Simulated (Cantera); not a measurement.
NO annealing gas

An isothermal, constant-pressure homogeneous reactor starts with NO : N2 = 1 : 3.3 (molar parts), at 1775 K and 750 Torr.

Cantera simulation using GRI-Mech 3.0 (53 species, 325 reactions); the numbers are that mechanism's predictions, not measurements.

```
t (s)      x NO      x O     x NO2      x O2    x N2O   x N2
--------  -----  -------  --------  --------  -------  -----
7.00e-5   0.233  3.14e-7   3.95e-7   1.54e-9  6.87e-7  0.767
0.000214  0.233  4.63e-7   1.76e-6   9.29e-9  2.04e-6  0.767
0.000654  0.233  8.48e-7   6.46e-6   7.46e-8  5.67e-6  0.767
0.00200   0.232  2.09e-6   2.27e-5   1.16e-6  1.33e-5  0.767
0.00612   0.232  4.52e-6   5.74e-5   2.11e-5  2.11e-5  0.768
0.0187    0.232  5.29e-6   6.88e-5  0.000146  2.25e-5  0.768
0.0572    0.231  5.64e-6   7.34e-5  0.000545  2.23e-5  0.768
0.175     0.229  6.56e-6   8.53e-5   0.00176  2.18e-5  0.769
0.535     0.222  8.73e-6  0.000112   0.00537  2.04e-5  0.773
1.64      0.201  1.30e-5  0.000153    0.0155  1.68e-5  0.783
5.00      0.154  1.95e-5  0.000178    0.0389  9.81e-6  0.807
```
x: mole fraction; the columns are a selection and need not sum to one.

Equilibrium at this temperature and pressure: NO 0.00300, O 3.26e-5, NO2 5.85e-6, O2 0.115, N2O 1.83e-7, N2 0.882 (gas phase only).
